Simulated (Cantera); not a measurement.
An isothermal, constant-pressure homogeneous reactor starts with 13.8 % H2, 86.2 % O2, equivalence ratio 0.080, at 1200 K and 1.13 Torr.

Model: the H2/O2 subset of GRI-Mech 3.0, which has no nitrogen chemistry, integrated in Cantera. Radical loss at walls, strong at low pressure, is not modelled. The temperature is held fixed by assumption; the heat of reaction is taken as removed at once.

x: mole fraction; the columns are a selection and need not sum to one.

| t (s) | x H2 | x O2 | x H | x HO2 | x O | x H2O |
|---|---|---|---|---|---|---|
| 0.000700 | 0.138 | 0.862 | 8.02e-9 | … | 4.76e-9 | 4.17e-9 |
| 0.00174 | 0.138 | 0.862 | 4.32e-8 | … | 3.62e-8 | 5.80e-8 |
| 0.00435 | 0.138 | 0.862 | 1.69e-6 | … | 1.52e-6 | 3.16e-6 |
| 0.0108 | 0.112 | 0.846 | 0.0100 | … | 0.00863 | 0.0187 |
| 0.0270 | 0.00483 | 0.772 | 0.0410 | 7.74e-7 | 0.0659 | 0.109 |
| 0.0673 | 0.00467 | 0.774 | 0.0392 | 7.78e-7 | 0.0641 | 0.110 |
| 0.168 | 0.00441 | 0.780 | 0.0350 | 7.87e-7 | 0.0592 | 0.114 |
| 0.418 | 0.00378 | 0.794 | 0.0264 | 8.00e-7 | 0.0487 | 0.121 |
| 1.04 | 0.00249 | 0.816 | 0.0131 | 7.91e-7 | 0.0302 | 0.132 |
| 2.59 | 0.000933 | 0.839 | 0.00281 | … | 0.0107 | 0.143 |
| 6.46 | 0.000187 | 0.849 | 0.000246 | … | 0.00212 | 0.147 |
| 16.1 | 3.12e-5 | 0.851 | 1.68e-5 | … | 0.000353 | 0.148 |
| 40.1 | 6.17e-6 | 0.852 | 1.48e-6 | … | 6.98e-5 | 0.148 |
| 100 | 1.52e-6 | 0.852 | 1.81e-7 | … | 1.72e-5 | 0.148 |

Q: Some entries are withheld; supply them.

A: 
- 0.000700, x HO2: 8.60e-9
- 0.00174, x HO2: 2.14e-8
- 0.00435, x HO2: 5.40e-8
- 0.0108, x HO2: 4.59e-7
- 2.59, x HO2: 6.46e-7
- 6.46, x HO2: 3.29e-7
- 16.1, x HO2: 1.02e-7
- 40.1, x HO2: 2.78e-8
- 100, x HO2: 9.36e-9
